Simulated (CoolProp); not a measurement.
Model: reference Helmholtz-energy equation of state, Lemmon 2006, in CoolProp. It is a short technical equation, of lower accuracy than the large ones.

Task: Give the vapour pressure (MPa), vapour density (kg/m³), liquid cp (kJ/(kg K)), surface tension (mN/m) of saturated carbonyl sulfide at 272.2 K.

Result: 
```tsv
T (K)	p (MPa)	vapour density (kg/m³)	liquid cp (kJ/(kg K))	surface tension (mN/m)
272.2	0.632	18.7	1.27	12.2
```

Surface tension comes from a separate correlation (Mulero 2012).
